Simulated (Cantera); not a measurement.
Input (Python, Cantera) and output of one run.

```python
import numpy as np
import cantera as ct

gas_names = [...]  # 123 gases of nasa_gas.yaml made of C, H, O, Si
cond_names = """
    C(gr) C6H6(L) C7H8(L) C8H18(L),n-octa H2O(s) H2O(L) Si(cr) Si(L) SiC(b) SiO2(Lqz) SiO2(hqz) SiO2(L)
""".split()


# ... load() reads the species with a 1 bar reference pressure and builds the phases ...
atoms = {
    'SiC': {'Si': 1, 'C': 1},
    'CO2': {'C': 1, 'O': 2},
    'H2': {'H': 2},
}
top_T = {'C(gr)': 4500, 'SiC(b)': 3050}  # K; cautious upper limits of use, not melting points


# ... equilibrate(T, P, feed) seeds the gas with the atoms and calls Mixture.equilibrate('TP', solver="vcs", rtol=1e-11, max_steps=5000) ...
results = []
feed = {'SiC': 1, 'CO2': 0.29, 'H2': 2.7}  # mol
T = 1073  # K
P = 0.14  # Pa
mix = equilibrate(T, P, feed)
results.append((T, P, feed, dict(zip(mix.species_names, mix.species_moles))))
x = sorted(zip(gas.X, gas.species_names), reverse=True)
print(f"T = {T:g} K  P = {P:g} Pa  gas = {mix.phase_moles(0):.4g} mol")
print("   x: " + "  ".join(f"{s} {v:.3e}" for v, s in x if v > 1e-05))
print("   condensed (mol): " + ("  ".join(f"{mix.phase(i).name} {mix.phase_moles(i):.4g}"
      for i in range(1, mix.n_phases) if mix.phase_moles(i) > 1e-12) or "none"))
```

Output:

```
T = 1073 K  P = 0.14 Pa  gas = 3.088 mol
   x: H2 8.743e-01  CO 1.253e-01  SiO 3.457e-04  H 1.107e-05
   condensed (mol): SiC(b) 0.903  SiO2(hqz) 0.09595
```

These are equilibrium values from Cantera (NASA tables, ideal gas, pure condensed phases), not measurements of a reactor. Mutual solubility and eutectic melting of coexisting phases are not modelled.
